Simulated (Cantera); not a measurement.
Source: NASA polynomial tables (part measured, part estimated), evaluated in Cantera. Values are per mole of reaction as written; species without (g) are pure solids or liquids, kept so even where they would boil at 1 bar.

### Question
Between 373 and 1273 K, where is each reaction favourable under standard conditions?
- 2 Ca + CS2(g) → 2 CaS + C

### Answer
- 2 Ca + CS2(g) → 2 CaS + C: ΔG° is -987 kJ at 373 K and -805 kJ at 1273 K; it stays negative (K > 1). ΔH° is -1078 kJ and ΔS° -215 J/K at 1273 K.
